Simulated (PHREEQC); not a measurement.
Synthetic water in mg/L, 13 °C, pH 4.09, pe 12.3:

```tsv
constituent	mg/L
Na	1990
K	234
Ca	351
Mg	296
Cl	1280
S(6) as SO4	4740
Zn	17.4
```

Valence states are taken as typed.

Computed with PHREEQC (ion-association model, phreeqc.dat).

Precipitation was switched off in this run.

Task: Estimate the ionic strength.

Result: ionic strength 0.163 mol/kgw.

Task: In which forms is Ca present?

Result: Ca+2 61 %, CaSO4 39 % of the Ca.

Complexes and solids missing from the database can't appear. At this temperature some constants are extrapolated from 25 °C, and those without enthalpy data are left unchanged.
